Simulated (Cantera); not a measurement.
Input: 1 mol Fe3O4, 46 mol H2, 46 mol N2, equilibrated at 825 K and 1 atm.

Cantera equilibrium calculation (NASA polynomials, part measured and part estimated; ideal gas, pure solids and liquids). Candidate condensed phases: Fe, FeO, Fe(OH)2, Fe(OH)3, Fe2O3, Fe3O4, H2O; 27 gas species. Kinetics and transport are ignored.

Base state: N2 0.500, H2 0.456, H2O 0.0435, NH3 0.000516 (mole fractions); condensed: Fe(α).

What changes in the equilibrium state with this change: Fe3O4 replaced by V2O3?


```tsv
species	before	after
N2	0.500	0.500
H2	0.456	0.498
H2O	0.0435	0.00227
NH3	0.000516	0.000588
Fe(α), mol	3.00	0
VN(s), mol	0	0.139
V2O3(s), mol	0	0.930
```
VN: taken at fixed stoichiometry. Condensed phases not in the tables: the oxides between V2O3 and V2O5 other than VO2, V2N. Further candidate phases: V, VN, VO, V2O3, V2O4, V2O5.
